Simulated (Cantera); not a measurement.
A closed system holds: 1 mol toluene, 1.9 mol CO2, 65 mol H2, equilibrated at 2750 K and 3.30 bar.

These are equilibrium values from Cantera (NASA tables, ideal gas, pure condensed phases), not measurements of a reactor. Candidate condensed phases: C, C6H6, C7H8, C8H18, H2O; 110 gas species. The numbers say what is thermodynamically allowed, not how fast it happens.

Base state: H2 0.887, CO 0.0513, H 0.0355, C2H2 (acetylene) 0.0250, C4H2 0.000292, CH4 0.000271, CH3 0.000184, C2H 0.000116 (mole fractions); condensed: C(graphite).

Q: What changes in the equilibrium state with this change: CO2 from 1.9 to 0.035 mol?

A: 
```json
[
 {"species": "H2", "before": "0.887", "after": "0.935"},
 {"species": "H", "before": "0.0355", "after": "0.0364"},
 {"species": "C2H2 (acetylene)", "before": "0.0250", "after": "0.0263"},
 {"species": "CO", "before": "0.0513", "after": "0.000995"},
 {"species": "C2H4", "before": "2.38e-5", "after": "2.64e-5"},
 {"species": "CH4", "before": "0.000271", "after": "0.000301"},
 {"species": "C3H3 (propargyl)", "before": "1.31e-5", "after": "1.42e-5"},
 {"species": "C2H3 (vinyl)", "before": "1.03e-5", "after": "1.12e-5"},
 {"species": "CH3", "before": "0.000184", "after": "0.000199"},
 {"species": "C(graphite), mol", "before": "1.24", "after": "3.11"}
]
```
